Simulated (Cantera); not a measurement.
What does this Cantera script print?

```python
import numpy as np
import cantera as ct

gas = ct.Solution("gri30.yaml")
gas.TPX = 1075, 230000, {'CO': 0.021, 'O2': 0.098, 'H2O': 0.00082, 'N2': 1}
reactor = ct.IdealGasConstPressureReactor(gas, energy="off", clone=False)
net = ct.ReactorNet([reactor])
net.rtol, net.atol = 1e-08, 1e-18
show = ['CO', 'O2', 'H2O', 'H2', 'H2O2', 'O', 'H']
times = np.geomspace(0.0004, 40, 14)

steps = ct.SolutionArray(gas, extra=["t"])
rows = []
print(f"{'t/s':>10s}{'T/K':>9s}{'P/Pa':>11s}" + "".join(f"{s:>11s}" for s in show))
for t in times:
    while net.time < t:
        t_next = net.step()
        steps.append(gas.state, t=t_next)
    rows.append([np.interp(t, steps.t, y) for y in (steps.T, steps.P, *steps(*show).X.T)])
    print(f"{t:10.3e}{rows[-1][0]:9.1f}{rows[-1][1]:11.4g}" + "".join(f"{x:11.3e}" for x in rows[-1][2:]))
rate = np.gradient(steps.T, steps.t)
print("integrator steps:", len(steps.t))
if steps.T.max() > steps.T[0] + 200:
    print(f"time of steepest temperature rise: {steps.t[rate.argmax()]:.4e} s")
gas.TPX = 1075, 230000, {'CO': 0.021, 'O2': 0.098, 'H2O': 0.00082, 'N2': 1}
gas.equilibrate("TP")
print(f"equilibrium (TP): T = {gas.T:.1f} K  " + "  ".join(f"{s} {gas[s].X[0]:.3e}" for s in show))
```

Output:

```
       t/s      T/K       P/Pa         CO         O2        H2O         H2       H2O2          O          H
 4.000e-04   1075.0    2.3e+05  1.875e-02  8.751e-02  7.323e-04  1.460e-13  1.377e-15  6.291e-09  6.471e-12
 9.698e-04   1075.0    2.3e+05  1.875e-02  8.751e-02  7.323e-04  8.989e-13  2.924e-14  1.132e-08  1.600e-11
 2.351e-03   1075.0    2.3e+05  1.875e-02  8.751e-02  7.323e-04  5.550e-12  6.948e-13  1.683e-08  4.087e-11
 5.700e-03   1075.0    2.3e+05  1.875e-02  8.751e-02  7.322e-04  3.905e-11  1.366e-11  2.661e-08  1.222e-10
 1.382e-02   1075.0    2.3e+05  1.875e-02  8.751e-02  7.322e-04  4.380e-10  3.652e-10  7.500e-08  5.538e-10
 3.351e-02   1075.0    2.3e+05  1.871e-02  8.749e-02  7.317e-04  3.058e-08  4.086e-08  6.301e-07  6.955e-09
 8.124e-02   1075.0    2.3e+05  1.808e-02  8.720e-02  7.294e-04  1.314e-06  3.027e-07  1.601e-06  2.467e-08
 1.970e-01   1075.0    2.3e+05  1.618e-02  8.633e-02  7.285e-04  2.822e-06  3.304e-07  1.648e-06  2.514e-08
 4.775e-01   1075.0    2.3e+05  1.226e-02  8.452e-02  7.305e-04  2.496e-06  2.833e-07  1.484e-06  1.987e-08
 1.158e+00   1075.0    2.3e+05  6.473e-03  8.186e-02  7.342e-04  1.335e-06  1.757e-07  1.098e-06  1.063e-08
 2.807e+00   1075.0    2.3e+05  1.687e-03  7.965e-02  7.376e-04  3.156e-07  5.336e-08  5.239e-07  2.629e-09
 6.805e+00   1075.0    2.3e+05  1.496e-04  7.894e-02  7.389e-04  1.838e-08  3.852e-09  1.049e-07  1.923e-10
 1.650e+01   1075.0    2.3e+05  2.776e-06  7.888e-02  7.392e-04  2.015e-10  2.297e-11  5.491e-09  3.468e-12
 4.000e+01   1075.0    2.3e+05  3.767e-10  7.888e-02  7.392e-04  3.793e-12  1.121e-11  1.354e-09  7.514e-14
integrator steps: 1294
equilibrium (TP): T = 1075.0 K  CO 2.915e-11  O2 7.885e-02  H2O 7.392e-04  H2 1.224e-12  H2O2 2.168e-12  O 2.445e-10  H 1.078e-14
```

Computed with Cantera and GRI-Mech 3.0 (53 species, 325 reactions).
